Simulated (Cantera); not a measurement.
A closed system holds: 1 mol Ta₂O₅, 26 mol H₂, at 2050 K and 0.825 Torr.

These are equilibrium values from Cantera (NASA tables, ideal gas, pure condensed phases), not measurements of a reactor. Candidate condensed phases: H₂O, Ta, Ta₂O₅; 12 gas species. Mutual solubility and eutectic melting of coexisting phases are not modelled. Condensed phases not in the tables: N, O or C dissolved in the metal. Rates play no part.

Base state: H₂ 0.929, H 0.0659, TaO₂ 0.00223, H₂O 0.00210, TaO 0.000425, OH 1.63e-5 (mole fractions); condensed: Ta(s) + Ta₂O₅(s).

### Question
What changes in the equilibrium state with this change: Ta₂O₅ replaced by ZrO₂?

### Answer
```json
[
 {"species": "H₂", "before": "0.929", "after": "0.934"},
 {"species": "H", "before": "0.0659", "after": "0.0661"},
 {"species": "H₂O", "before": "0.00210", "after": "1.33e-5"},
 {"species": "TaO₂", "before": "0.00223", "after": "0"},
 {"species": "ZrO", "before": "0", "after": "1.33e-5"},
 {"species": "TaO", "before": "0.000425", "after": "0"},
 {"species": "OH", "before": "1.63e-5", "after": "1.03e-7"},
 {"species": "Ta(s), mol", "before": "0.00398", "after": "0"},
 {"species": "Ta₂O₅(s), mol", "before": "0.962", "after": "0"},
 {"species": "ZrO₂(tetragonal), mol", "before": "0", "after": "1.000"}
]
```
Further candidate phases: Zr, ZrO₂.
